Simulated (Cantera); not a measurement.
A perfectly stirred reactor is fed with 8.73 % CH4, 19.2 % O2, 72.1 % N2, equivalence ratio 0.91, at 9.87 atm; it is adiabatic with a 700 K inlet, and is followed from long to short residence time, starting on the burning branch (τ in s: 0.028, 0.012, 0.0055, 0.0025, 0.0011, 0.00048, 0.00021, 9.5e-05, 4.2e-05, 1.9e-05, 8.3e-06).

Model: GRI-Mech 3.0 (53 species, 325 reactions), integrated in Cantera.

**Question.** Predict: blow-out, bracketed by the residence times tried; x(CH4) at τ = 28.0 ms; x(O2) at τ = 28.0 ms; x(CH2) at τ = 28.0 ms; x(HCN) at τ = 28.0 ms; x(NO) at τ = 28.0 ms; x(CH4) at τ = 0.480 ms; x(O2) at τ = 0.480 ms; x(CH2) at τ = 0.480 ms; x(HCN) at τ = 0.480 ms; x(NO) at τ = 0.480 ms.

**Answer.** 
```
Quantity                                                                      Result
------------------------------------------------  ----------------------------------
blow-out, bracketed by the residence times tried  burning at 19.0 µs, out at 8.30 µs
x(CH4) at τ = 28.0 ms                                                        1.03e-6
x(O2) at τ = 28.0 ms                                                          0.0173
x(CH2) at τ = 28.0 ms                                                        4.06e-8
x(HCN) at τ = 28.0 ms                                                        2.11e-7
x(NO) at τ = 28.0 ms                                                         0.00405
x(CH4) at τ = 0.480 ms                                                       4.42e-5
x(O2) at τ = 0.480 ms                                                         0.0211
x(CH2) at τ = 0.480 ms                                                       1.86e-6
x(HCN) at τ = 0.480 ms                                                       1.34e-6
x(NO) at τ = 0.480 ms                                                       0.000545
```
